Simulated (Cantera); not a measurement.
An adiabatic, constant-pressure homogeneous reactor starts with CH₄ : O₂ : N₂ = 1 : 3.8 : 20.9 (molar parts), equivalence ratio 0.53, at 1525 K and 5.00 bar.

Model: GRI-Mech 3.0 (53 species, 325 reactions), integrated in Cantera.

Question: Predict: time of steepest temperature rise; temperature at 0.400 s; equilibrium temperature; x(O₂) at 0.400 s; x(CO) at 0.400 s; x(H₂O) at 0.400 s.

Answer: 
- time of steepest temperature rise = 0.287 ms
- temperature at 0.400 s = 2302 K
- equilibrium temperature = 2302 K
- x(O₂) at 0.400 s = 0.0649 (gas-phase equilibrium 0.0649)
- x(CO) at 0.400 s = 0.000792 (gas-phase equilibrium 0.000792)
- x(H₂O) at 0.400 s = 0.0758 (gas-phase equilibrium 0.0758)
